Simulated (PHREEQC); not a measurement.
NaOH is added in steps, without added water, to 1 kg of water holding 12 mmol/kgw NH4Cl, 41 mmol/kgw K2HPO4 and 3 mmol/kgw KCl, at 20 °C. O2 is buffered at 0.21 atm. The system is closed to CO2. The run lets Halite precipitate or redissolve, and no other solid.

Base run: PHREEQC, ion-association model, wateq4f.dat. Each further column changes one thing. The table gives PO4-3 (mol/kgw).

```csv
NaOH added (mol),base,metal-ligand complexes left out,Davies equation for every ion,database phreeqc.dat,Debye-Hückel limiting law
0,1.67e-5,1.82e-5,1.66e-5,2.11e-5,3.01e-5
0.0034,8.07e-5,8.66e-5,8.01e-5,0.000106,0.000175
0.0085,0.000400,0.000427,0.000397,0.000511,0.000801
0.0136,0.00220,0.00226,0.00220,0.00242,0.00297
0.017,0.00467,0.00474,0.00467,0.00490,0.00548
0.0204,0.00736,0.00745,0.00738,0.00765,0.00833
0.0255,0.0114,0.0115,0.0114,0.0118,0.0128
0.0306,0.0153,0.0155,0.0153,0.0159,0.0172
0.034,0.0178,0.0180,0.0178,0.0185,0.0201
```

H3PO4, which wateq4f.dat lacks, is added to it with the constant of phreeqc.dat.  phreeqc.dat and wateq4f.dat share most of their constants, so their agreement is no independent check. Solids allowed in the column 'database phreeqc.dat': Halite, Sylvite.
